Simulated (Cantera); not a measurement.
A closed system holds: 1 mol Ta, 0.15 mol H₂O, 450 mol H₂, equilibrated at 0.130 bar.

Cantera equilibrium calculation (NASA polynomials, part measured and part estimated; ideal gas, pure solids and liquids). Candidate condensed phases: H₂O, Ta, Ta₂O₅; 12 gas species. Mutual solubility and eutectic melting of coexisting phases are not modelled. Condensed phases not in the tables: N, O or C dissolved in the metal. The numbers say what is thermodynamically allowed, not how fast it happens.

x: gas mole fraction; n: condensed amount in mol.

| T (K) | x H₂ | x H | x H₂O | x TaO | x OH | n Ta(s) | n Ta₂O₅(s) |
|---|---|---|---|---|---|---|---|
| 925 | 1.00 | 7.22e-10 | 4.17e-8 | <1e-12 | <1e-12 | 0.940 | 0.0300 |
| 1125 | 1.000 | (withheld) | (withheld) | <1e-12 | <1e-12 | 0.940 | 0.0299 |
| 1325 | 1.000 | 4.54e-6 | 1.88e-5 | <1e-12 | 1.25e-12 | 0.943 | 0.0283 |
| 1525 | 1.000 | 6.56e-5 | 0.000114 | 2.98e-11 | 2.33e-10 | 0.961 | 0.0197 |
| 1725 | 0.999 | 0.000515 | 0.000333 | 4.52e-9 | 9.46e-9 | 1.000 | 0 |
| 1925 | 0.997 | 0.00265 | 0.000332 | 1.03e-7 | 7.63e-8 | 1.000 | 0 |
| 2125 | 0.990 | 0.0100 | 0.000328 | 1.28e-6 | 4.12e-7 | 0.999 | 0 |
| 2325 | 0.970 | 0.0300 | 0.000311 | 1.00e-5 | 1.61e-6 | 0.994 | 0 |
| 2525 | 0.925 | (withheld) | (withheld) | (withheld) | (withheld) | 0.974 | 0 |
| 2725 | 0.841 | 0.159 | 0.000147 | 0.000138 | 7.25e-6 | 0.929 | 0 |

Q: What belongs in the gaps?

A: 
- 1125, x H: 1.23e-7
- 1125, x H₂O: 1.57e-6
- 2525, x H: 0.0748
- 2525, x H₂O: 0.000254
- 2525, x TaO: 4.92e-5
- 2525, x OH: 4.38e-6
